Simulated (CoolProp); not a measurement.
A Linde-Hampson liquefier for nitrogen: isothermal reversible compression at 300 K from 1 atm to 25 MPa, throttling to 1 atm, return gas leaving the recuperator 0 K below the feed. Each further row changes one setting.

Computed with CoolProp (reference Helmholtz-energy equation of state, Span 2000).

```
case                        liquid yield per pass  compression work (kJ/kg of gas)
--------------------------  ---------------------  -------------------------------
as stated                                       ?                              493
high pressure 50 MPa                            ?                                ?
warm-end temperature 330 K                      ?                                ?
warm-end gap 5 K                            0.072                              493
```

Question: Complete the blanks.

Answer: 
- as stated, liquid yield per pass: 0.083
- high pressure 50 MPa, liquid yield per pass: 0.088
- high pressure 50 MPa, compression work (kJ/kg of gas): 567
- warm-end temperature 330 K, liquid yield per pass: 0.061
- warm-end temperature 330 K, compression work (kJ/kg of gas): 545
